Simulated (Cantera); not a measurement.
Thermodynamics of carbon deposition, reforming and gasification, feed acetone + CO₂ + H₂

A closed system holds: 1 mol acetone, 0.14 mol CO₂, 45 mol H₂, at 2930 Torr.

Equilibrium computed with Cantera from the NASA thermochemical tables; the gas is ideal and each condensed phase is pure. Candidate condensed phases: C, C₆H₆, C₇H₈, C₈H₁₈, H₂O; 110 gas species. The feed counts by its element totals alone. Kinetics and transport are ignored.

```csv
T (K),x H₂,x CH₄,x H₂O,x CO,x H,x C₂H₂ (acetylene),x CO₂,x C₂H₄,n C(graphite)
575,0.901,0.0700,0.0285,1.40e-11,<1e-12,<1e-12,1.76e-11,<1e-12,0
675,0.901,0.0700,0.0285,1.21e-8,<1e-12,<1e-12,4.61e-9,<1e-12,0
775,0.901,0.0700,0.0285,1.94e-6,<1e-12,<1e-12,3.10e-7,5.47e-11,0
875,0.902,0.0699,0.0284,0.000100,2.41e-11,<1e-12,8.32e-6,2.45e-9,0
975,0.904,0.0675,0.0261,0.00208,5.51e-10,1.46e-11,9.61e-5,4.76e-8,0
1075,0.917,0.0556,0.0149,0.0124,7.12e-9,9.75e-10,0.000218,3.76e-7,0
1175,0.929,0.0439,0.00422,0.0228,5.98e-8,2.74e-8,8.10e-5,1.80e-6,0
1275,0.941,0.0320,0.00110,0.0257,3.62e-7,3.62e-7,1.81e-5,5.36e-6,0.385
1375,0.956,0.0177,0.000446,0.0260,1.70e-6,1.70e-6,5.86e-6,7.07e-6,1.02
1475,0.963,0.0105,0.000202,0.0260,6.45e-6,6.42e-6,2.20e-6,8.86e-6,1.36
1575,0.967,0.00663,0.000101,0.0260,2.07e-5,2.04e-5,9.36e-7,1.07e-5,1.54
1675,0.969,0.00441,5.47e-5,0.0260,5.79e-5,5.63e-5,4.43e-7,1.26e-5,1.64
1775,0.971,0.00308,3.18e-5,0.0260,0.000144,0.000138,2.29e-7,1.46e-5,1.69
1875,0.971,0.00223,1.97e-5,0.0260,0.000327,0.000308,1.28e-7,1.66e-5,1.72
```
x: gas mole fraction; n: condensed amount in mol.

From 575 K to 1175 K nothing is condensed. From 1275 K to 1875 K the condensed part is C(graphite). The main C-bearing gas is CH₄ at 575 K and CO at 1875 K.
